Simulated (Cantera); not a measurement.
Input: 1 mol C2H6, 0.049 mol H2O, 2 mol H2, held at 727 °C.

Equilibrium computed with Cantera from the NASA thermochemical tables; the gas is ideal and each condensed phase is pure. Candidate condensed phases: C, C6H6, C7H8, C8H18, H2O; 110 gas species. The ideal-gas law is rough above about 30 bar. The numbers say what is thermodynamically allowed, not how fast it happens.

**Question.** What share of the C ends up in condensed phases as a function of P (Pa), at 10, 160, 2500, 40000, 630000, 10000000?

**Answer.** 
| P (Pa) | C condensed (%) | as |
|---|---|---|
| 10 | 97.5 | C(graphite) |
| 160 | 97.5 | C(graphite) |
| 2500 | 97.0 | C(graphite) |
| 40000 | 89.3 | C(graphite) |
| 630000 | 41.9 | C(graphite) |
| 10000000 | 0.0 | - |
